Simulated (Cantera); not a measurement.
## Silicon carbide growth: CH₃SiCl₃ + C₃H₈ + H₂

Charge: 1 mol CH₃SiCl₃, 0.046 mol C₃H₈, 19 mol H₂, equilibrated at 1000 Pa.

These are equilibrium values from Cantera (NASA tables, ideal gas, pure condensed phases), not measurements of a reactor. Candidate condensed phases: C, C₆H₆, C₇H₈, C₈H₁₈, Si, SiC; 109 gas species. The feed counts by its element totals alone. The tables' values for SiCl₃ are old estimates; treat these amounts as uncertain. Rates play no part.

| T (°C) | log p H₂ | log p HCl | log p H | log p SiCl₂ | log p Cl | log p C₂H₂ (acetylene) | log p CH₄ | n C(graphite) | n SiC(s) |
|---|---|---|---|---|---|---|---|---|---|
| 975 | -2.06 | -2.87 | -7.36 | -5.93 | -8.24 | -8.68 | -6.08 | 0.141 | 0.995 |
| 1050 | -2.06 | -2.87 | -6.83 | -5.72 | -7.72 | -8.15 | -6.29 | 0.142 | 0.995 |
| 1125 | -2.06 | -2.87 | -6.36 | -5.53 | -7.25 | -7.67 | -6.49 | 0.144 | 0.993 |
| 1200 | -2.06 | -2.87 | -5.93 | -5.37 | -6.83 | -7.25 | -6.66 | 0.147 | 0.990 |
| 1275 | -2.06 | -2.87 | -5.54 | -5.22 | -6.45 | -6.87 | -6.81 | 0.151 | 0.986 |
| 1350 | -2.06 | -2.87 | -5.19 | -5.09 | -6.11 | -6.52 | -6.95 | 0.155 | 0.981 |
| 1425 | -2.06 | -2.88 | -4.87 | -4.97 | -5.79 | -6.21 | -7.08 | 0.159 | 0.976 |
| 1500 | -2.06 | -2.88 | -4.58 | -4.86 | -5.51 | -5.92 | -7.20 | 0.164 | 0.969 |
log p: log10 of the partial pressure in bar; n: condensed amount in mol.

From 975 °C to 1500 °C the condensed part is C(graphite) + SiC(s). The main Si-bearing gas is SiCl₂ throughout.
